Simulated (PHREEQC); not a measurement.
A solution holds 84 mmol/kgw ZnSO4 and 15 mmol/kgw KCl, at 25 °C. Closed to the air; pH follows from the charge balance.

All values are PHREEQC results (ion-association model, wateq4f.dat), not measurements.

**Question.** The ionic strength comes out as 0.184 mol/kgw. What activity coefficients do ZnCl+, Zn+2, H+, Zn(SO4)2-2, KSO4- get?

**Answer.** ZnCl+ 0.72, Zn+2 0.34, H+ 0.80, Zn(SO4)2-2 0.32, KSO4- 0.75.

Precipitation was switched off in this run.
